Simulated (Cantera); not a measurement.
Charge: 1 mol Si2Cl6, 0.51 mol Cl2, 50 mol H2, held at 1427 °C and 3.10 mbar.

Method: chemical equilibrium by Gibbs-energy minimisation in Cantera with the NASA 1993 tables (ideal gas, pure condensed phases). Candidate condensed phases: Si; 19 gas species. The feed counts by its element totals alone. The tables' values for SiCl, SiCl3 are old estimates; treat these amounts as uncertain. Gases not in the tables: Si2H6 and higher silanes. Kinetics and transport are ignored.

Base state: H2 0.892, HCl 0.0795, SiCl2 0.0254, H 0.00250, Si 0.000219, Cl 0.000173, SiCl 0.000166, SiCl3 9.59e-5 (mole fractions); condensed: Si(l).

**Question.** What changes in the equilibrium state with this change: temperature from 1427 °C to 1027 °C?

**Answer.** 
| species | before | after |
|---|---|---|
| H2 | 0.892 | 0.893 |
| HCl | 0.0795 | 0.0838 |
| SiCl2 | 0.0254 | 0.0210 |
| H | 0.00250 | 1.88e-5 |
| Si | 0.000219 | 1.40e-8 |
| SiH | 1.78e-5 | 6.10e-9 |
| Si(l), mol | 0.611 | 0 |
| Si(s), mol | 0 | 0.786 |
The tables' values for SiCl3 are old estimates; treat these amounts as uncertain.

**Question.** What changes in the equilibrium state with this change: temperature from 1427 °C to 1127 °C?

**Answer.** 
```csv
species,before,after
H2,0.892,0.893
HCl,0.0795,0.0833
SiCl2,0.0254,0.0229
H,0.00250,8.26e-5
Si,0.000219,2.66e-7
SiH,1.78e-5,6.97e-8
SiCl4,7.13e-7,5.80e-5
SiCl,0.000166,2.37e-6
SiH2,1.27e-5,3.36e-7
"Si(l), mol",0.611,0
"Si(s), mol",0,0.737
```
The tables' values for SiCl3 are old estimates; treat these amounts as uncertain.
